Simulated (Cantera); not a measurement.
## Thermodynamics of calcination and drying, feed MgSO₄ + CO₂

Charge: 1 mol MgSO₄, 0.11 mol CO₂, equilibrated at 1548 K and 0.0100 bar.

These are equilibrium values from Cantera (NASA tables, ideal gas, pure condensed phases), not measurements of a reactor. Candidate condensed phases: C, Mg, MgCO₃, MgO, MgS, MgSO₄, S; 26 gas species. Equilibrium is a limit: real reactors are often held back by kinetics, nucleation or transport.

| Property | Result |
|---|---|
| x(SO₂) | 0.620 |
| x(O₂) | 0.310 |
| x(CO₂) | 0.0683 |
| x(SO₃) | 0.00102 |
| x(O) | 4.25e-5 |
| x(CO) | 1.21e-5 |
| x(SO) | 8.29e-6 |
| n(MgO(s)) | 1.00 mol |
| gas amount | 1.609 mol |
| log10 activity of S(l) (absent) | -9.35 |
| log10 activity of Mg(l) (absent) | -13.25 |
| log10 activity of C(graphite) (absent) | -14.03 |
